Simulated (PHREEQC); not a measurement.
Consider water at 81 °C with 0.099 mol Na2S and 0.0009 mol HCl per kg of water. Closed to the air; pH follows from the charge balance.

Model: ion-association model, phreeqc.dat, run in PHREEQC.

| quantity | before | after |
|---|---|---|
| pH | 11.08 | 2.80 |
| ionic strength (mol/kgw) | 0.248 | 0.101 |

Task: Name the change that produced these shifts.
A. 0.052 mol/kgw Na2CO3 added
B. HCl left out
C. diluted 2-fold with water
D. HCl from 0.0009 to 0.0018 mol/kgw
E. Na2S replaced by NaBF4 at the same molality

Result: E, Na2S replaced by NaBF4 at the same molality

This is a speciation only: nothing precipitates in the calculation. Away from 25 °C the constants follow the database's enthalpies or fits; those with neither stay at their 25 °C values. Real BF4- forms and hydrolyses slowly; the run takes it at equilibrium. The database's pK near 12.9 for HS-/S-2 is now thought far too low, so its S-2 is overstated.
